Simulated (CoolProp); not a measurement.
Computed with CoolProp (reference Helmholtz-energy equation of state, Gedanitz 2015).

For cyclopentane, give the phase and the conductivity (mW/(m K)), fugacity coefficient at 494.1 K and 20500 kPa; 550 K and 20500 kPa.


- 494.1 K and 20500 kPa: liquid; conductivity 86.9, fugacity coefficient 0.210
- 550 K and 20500 kPa: supercritical; conductivity 81.8, fugacity coefficient 0.333

Thermal conductivity comes from a separate model (Vassiliou 2015).
